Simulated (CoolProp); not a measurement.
Vapour-liquid equilibrium of n-decane (1) + n-dodecane (2) at 0.000721 MPa; x and y are mole fractions of (1).

Model: multi-fluid Helmholtz-energy mixture model, Lemmon 2006 and Lemmon 2004; pair parameters Bell 2016, in CoolProp.

```json
[
 {"x": "0.05", "bubble temperature (K)": "349.1", "y at the bubble point": "0.229", "dew temperature at overall composition x (K)": "352.1", "liquid density (mol/L)": "4.185"},
 {"x": "0.15", "bubble temperature (K)": "342.8", "y at the bubble point": "0.519", "dew temperature at overall composition x (K)": "350.4", "liquid density (mol/L)": "4.272"},
 {"x": "0.25", "bubble temperature (K)": "337.9", "y at the bubble point": "0.684", "dew temperature at overall composition x (K)": "348.7", "liquid density (mol/L)": "4.356"},
 {"x": "0.35", "bubble temperature (K)": "334.0", "y at the bubble point": "0.786", "dew temperature at overall composition x (K)": "346.7", "liquid density (mol/L)": "4.438"},
 {"x": "0.45", "bubble temperature (K)": "330.7", "y at the bubble point": "0.852", "dew temperature at overall composition x (K)": "344.5", "liquid density (mol/L)": "4.519"},
 {"x": "0.55", "bubble temperature (K)": "328.1", "y at the bubble point": "0.898", "dew temperature at overall composition x (K)": "342.0", "liquid density (mol/L)": "4.601"},
 {"x": "0.65", "bubble temperature (K)": "325.8", "y at the bubble point": "0.931", "dew temperature at overall composition x (K)": "339.0", "liquid density (mol/L)": "4.683"},
 {"x": "0.75", "bubble temperature (K)": "323.8", "y at the bubble point": "0.957", "dew temperature at overall composition x (K)": "335.5", "liquid density (mol/L)": "4.768"},
 {"x": "0.85", "bubble temperature (K)": "322.0", "y at the bubble point": "0.976", "dew temperature at overall composition x (K)": "330.9", "liquid density (mol/L)": "4.854"},
 {"x": "0.95", "bubble temperature (K)": "320.4", "y at the bubble point": "0.993", "dew temperature at overall composition x (K)": "324.3", "liquid density (mol/L)": "4.942"}
]
```

No azeotrope shows between x = 0.05 and 0.95.

The pair parameters rest on a limited set of measurements; away from them the model extrapolates.
